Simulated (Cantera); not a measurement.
Input (Python, Cantera):

```python
import numpy as np
import cantera as ct

gas = ct.Solution("gri30.yaml")
gas.TPX = 625, 22000, {'CH4': 1, 'C2H6': 0.071, 'C3H8': 1, 'O2': 7.88, 'N2': 29.6}
flame = ct.FreeFlame(gas, width=0.12)
flame.set_refine_criteria(ratio=3, slope=0.08, curve=0.16)
flame.transport_model = "mixture-averaged"
flame.solve(loglevel=0, auto=True)
z, T = flame.grid, flame.T
thick = (T[-1] - T[0]) / np.gradient(T, z).max()
show = ['CH4', 'C2H6', 'C3H8', 'H2O', 'NO', 'CH2']
print(f"laminar burning velocity  {flame.velocity[0] * 100:.3f} cm/s")
print(f"burnt temperature         {T[-1]:.1f} K")
print(f"thermal thickness         {thick * 1e3:.4f} mm")
print(f"grid points               {len(z)}")
z0 = z[flame.heat_release_rate.argmax()]
print(f"{'z/mm':>9s}{'T/K':>9s}{'u/(m/s)':>9s}" + "".join(f"{s:>11s}" for s in show))
rows = []
for k in (-3, -2, -1.5, -1, -0.5, -0.25, 0, 0.25, 0.5, 1, 2, 4, 8):
    zz = z0 + k * thick
    rows.append([k * thick, np.interp(zz, z, T), np.interp(zz, z, flame.velocity),
                 *(np.interp(zz, z, flame.X[gas.species_index(s)]) for s in show)])
    print(f"{rows[-1][0] * 1e3:9.3f}{rows[-1][1]:9.1f}{rows[-1][2]:9.3f}" + "".join(f"{x:11.3e}" for x in rows[-1][3:]))
```

Output:

```
laminar burning velocity  197.929 cm/s
burnt temperature         2316.8 K
thermal thickness         1.1065 mm
grid points               167
     z/mm      T/K  u/(m/s)        CH4       C2H6       C3H8        H2O         NO        CH2
   -3.320    625.0    1.981  2.526e-02  1.794e-03  2.527e-02  1.338e-05  4.650e-11  6.266e-17
   -2.213    625.6    1.986  2.521e-02  1.792e-03  2.523e-02  1.385e-04  6.509e-10  7.672e-14
   -1.660    628.4    1.999  2.511e-02  1.790e-03  2.517e-02  6.157e-04  3.712e-09  6.956e-12
   -1.107    652.0    2.085  2.462e-02  1.821e-03  2.489e-02  3.816e-03  3.423e-08  1.535e-09
   -0.553    905.2    2.958  2.071e-02  2.532e-03  1.933e-02  2.926e-02  4.932e-07  6.847e-07
   -0.277   1270.8    4.262  1.385e-02  1.862e-03  7.081e-03  6.284e-02  1.487e-06  1.910e-05
    0.000   1650.1    5.644  4.838e-03  1.914e-04  3.094e-04  9.810e-02  3.671e-06  6.797e-05
    0.277   1819.7    6.254  6.961e-04  1.915e-06  7.945e-07  1.169e-01  6.779e-06  2.705e-05
    0.553   1859.2    6.383  5.382e-05  4.160e-09  2.905e-10  1.224e-01  9.095e-06  2.315e-06
    1.107   1886.2    6.446  2.458e-07  4.962e-14  2.070e-16  1.219e-01  1.138e-05  7.756e-09
    2.213   1918.6    6.525  5.771e-11  2.651e-19  4.679e-23  1.202e-01  1.417e-05  1.748e-12
    4.426   1961.1    6.645  3.026e-15  2.824e-24  1.298e-29  1.216e-01  1.945e-05  1.546e-16
    8.852   2021.7    6.821  1.230e-17 -2.273e-30  2.730e-37  1.251e-01  3.020e-05  3.430e-17
```

Detailed kinetics in Cantera: GRI-Mech 3.0 (53 species, 325 reactions). GRI-Mech 3.0 was tuned for natural gas; its chemistry of propane as a main component is partial and can be far from experiment. Burning velocities carry a grid error of a few per cent, more on coarse grids.
